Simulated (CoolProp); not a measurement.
Nitrous oxide at several states: fugacity coefficient from the reference equation and from simpler models built on Tc = 36.4 °C, pc = 7245 kPa, ω = 0.161; each cubic takes its own stable root.

Computed with CoolProp (reference Helmholtz-energy equation of state, Lemmon 2006). It is a short technical equation, of lower accuracy than the large ones.

```csv
T (°C),p (kPa),phase,reference,van der Waals,Redlich-Kwong,Soave-Redlich-Kwong,Peng-Robinson
65.55,18.3,gas,0.9993,0.9994,0.9993,0.9994,0.9993
-77.05,6400,liquid,0.03308,0.1466,0.04470,0.03362,0.03336
-6.35,8010,liquid,0.2950,0.4276,0.3296,0.3038,0.2924
```
